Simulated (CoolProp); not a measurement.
Vapour-liquid equilibrium of benzene (1) + m-xylene (2) at 0.0393 MPa; x and y are mole fractions of (1).

Values from CoolProp's multi-fluid Helmholtz-energy mixture model, Thol 2012 and Zhou 2012; pair parameters Bell 2016.

| x | bubble temperature (K) | y at the bubble point | dew temperature at overall composition x (K) | liquid density (mol/L) |
|---|---|---|---|---|
| 0.05 | 373.6 | 0.231 | 378.8 | 7.567 |
| 0.2 | 359.0 | 0.610 | 374.5 | 8.028 |
| 0.35 | 348.9 | 0.782 | 369.7 | 8.488 |
| 0.5 | 341.4 | 0.876 | 363.9 | 8.964 |
| 0.65 | 335.5 | 0.932 | 356.9 | 9.469 |
| 0.8 | 330.6 | 0.969 | 347.7 | 10.01 |
| 0.95 | 326.5 | 0.993 | 333.2 | 10.60 |

No azeotrope shows between x = 0.05 and 0.95.

Pair parameters are fitted to limited data, so mixtures are less certain than the pure fluids.
